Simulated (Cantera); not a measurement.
A perfectly stirred reactor is fed with CH4 : H2 = 1 : 1.9 (molar parts), at 85.0 Pa; it is held at 1675 K, and followed from long to short residence time.

Computed with Cantera and GRI-Mech 3.0 (53 species, 325 reactions). GRI-Mech 3.0 stops at C3 and has no aromatics, soot or wall deposition, so with more carbon than oxygen in the feed, carbon stays in small species such as C2H2 where larger ones or solid carbon would form. Radical loss at walls, strong at low pressure, is not modelled.

One state of this run: x CH4 = 0.337; x H2 = 0.659; x C2H4 = 0.00122; x H = 0.000194; x CH3 = 0.00198. x: mole fraction; the columns are a selection and need not sum to one.

Question: Which value of τ (s) does it belong to?
A) 4.8
B) 0.69
C) 0.19
D) 0.028

Answer: C, 0.19
